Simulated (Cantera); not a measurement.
**Iron carbonyl, mercury and lead vapours: Fe(CO)5 + H2**

Charge: 1 mol Fe(CO)5, 55 mol H2, held at 1.30 mbar.

Equilibrium computed with Cantera from the NASA thermochemical tables; the gas is ideal and each condensed phase is pure. Candidate condensed phases: C, C6H6, C7H8, C8H18, Fe, Fe(CO)5, FeO, Fe(OH)2, Fe(OH)3, Fe2O3, Fe3O4, H2O; 114 gas species. The numbers say what is thermodynamically allowed, not how fast it happens.

From 625 °C to 875 °C the condensed part is Fe(α). From 925 °C to 1175 °C the condensed part is Fe(γ).

| T (°C) | log p H2 | log p CO | log p CH4 | log p H2O | log p H | log p CO2 | n Fe(α) | n Fe(γ) |
|---|---|---|---|---|---|---|---|---|
| 625 | -2.92 | -3.97 | -6.37 | -6.46 | -11.42 | -7.13 | 1.00 | 0 |
| 675 | -2.92 | -3.97 | -6.73 | -6.79 | -10.74 | -7.58 | 1.00 | 0 |
| 725 | -2.92 | -3.97 | -7.04 | -7.10 | -10.13 | -7.98 | 1.00 | 0 |
| 775 | -2.92 | -3.97 | -7.33 | -7.37 | -9.57 | -8.34 | 1.00 | 0 |
| 825 | -2.92 | -3.97 | -7.59 | -7.62 | -9.07 | -8.67 | 1.00 | 0 |
| 875 | -2.92 | -3.97 | -7.82 | -7.86 | -8.61 | -8.97 | 1.00 | 0 |
| 925 | -2.92 | -3.97 | -8.04 | -8.07 | -8.18 | -9.24 | 0 | 1.000 |
| 975 | -2.92 | -3.97 | -8.24 | -8.26 | -7.79 | -9.49 | 0 | 1.000 |
| 1025 | -2.92 | -3.97 | -8.43 | -8.44 | -7.43 | -9.72 | 0 | 1.000 |
| 1075 | -2.92 | -3.97 | -8.61 | -8.59 | -7.10 | -9.92 | 0 | 1.000 |
| 1125 | -2.92 | -3.97 | -8.80 | -8.72 | -6.79 | -10.10 | 0 | 0.999 |
| 1175 | -2.92 | -3.97 | -8.99 | -8.82 | -6.50 | -10.24 | 0 | 0.998 |
log p: log10 of the partial pressure in bar; n: condensed amount in mol.
